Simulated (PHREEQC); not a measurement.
A solution holds 4.4 mol/kgw KCl, 4.4 mol/kgw CaCl2 and 0.00051 mol/kgw H4SiO4, at 25 °C. Closed to the air; pH follows from the charge balance.

The numbers come from PHREEQC with the Pitzer model, pitzer.dat.

### Question
The ionic strength comes out as 17.6 mol/kgw. What activity coefficients do K+, Ca+2, Cl- get?

### Answer
K+ 0.55, Ca+2 79, Cl- 0.99. Single-ion values are on the MacInnes scale.

Precipitation was switched off in this run. The solution is supersaturated, for example in Sylvite, SiO2(a), so a real one may precipitate; this is no full list. In brines, pH and single-ion activities rest on the MacInnes convention.
